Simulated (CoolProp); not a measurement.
Vapour-liquid equilibrium of R134a (1) + R123 (2) at 0.0268 MPa; x and y are mole fractions of (1).

Model: multi-fluid Helmholtz-energy mixture model, Tillner-Roth 1994 and Younglove 1994; pair parameters Bell 2016, in CoolProp.

| x | bubble temperature (°C) | y at the bubble point | dew temperature at overall composition x (°C) | liquid density (mol/L) |
|---|---|---|---|---|
| 0.05 | -14.6 | 0.427 | -5.2 | 10.33 |
| 0.2 | -31.3 | 0.809 | -8.5 | 10.98 |
| 0.35 | -39.1 | 0.902 | -12.3 | 11.55 |
| 0.5 | -43.6 | 0.940 | -16.9 | 12.10 |
| 0.65 | -46.5 | 0.961 | -22.7 | 12.67 |
| 0.8 | -48.7 | 0.978 | -30.7 | 13.29 |
| 0.95 | -50.9 | 0.994 | -44.9 | 13.97 |

No azeotrope shows between x = 0.05 and 0.95.

The pair parameters rest on a limited set of measurements; away from them the model extrapolates.
